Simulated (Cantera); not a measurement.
An adiabatic, constant-volume homogeneous reactor starts with CH4 : O2 : N2 = 1 : 5.56 : 20.9 (molar parts), equivalence ratio 0.36, at 1723 K and 1050 Torr.

Model: GRI-Mech 3.0 (53 species, 325 reactions), integrated in Cantera.

One state of this run: T (K) = 2554; P (bar) = 2.09; x CH4 = <1e-12; x O2 = 0.125; x CH2CO = <1e-12; x CH3 = <1e-12; x O = 0.00463; x HCN = 2.50e-12; x H2 = 0.00100. x: mole fraction; the columns are a selection and need not sum to one.

Which value of t (s) does it belong to?
A) 3.00e-6
B) 1.23
C) 0.0363
D) 0.00107

D, 0.00107
